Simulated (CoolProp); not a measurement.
Octamethylcyclotetrasiloxane (D4) at 399 K and 13.8 MPa is throttled through a valve to 9.11 MPa with no heat exchange. Each further row changes one setting.

Computed with CoolProp (reference Helmholtz-energy equation of state, Thol 2015).

```
case                      temperature change (K)  final density (kg/m³)
------------------------  ----------------------  ---------------------
as stated                                   +1.5             (withheld)
outlet pressure 2.73 MPa              (withheld)                    836
outlet pressure 11.8 MPa              (withheld)             (withheld)
```

**Question.** What belongs in the gaps?

**Answer.** 
- as stated, final density (kg/m³): 855
- outlet pressure 2.73 MPa, temperature change (K): +3.4
- outlet pressure 11.8 MPa, temperature change (K): +0.7
- outlet pressure 11.8 MPa, final density (kg/m³): 862
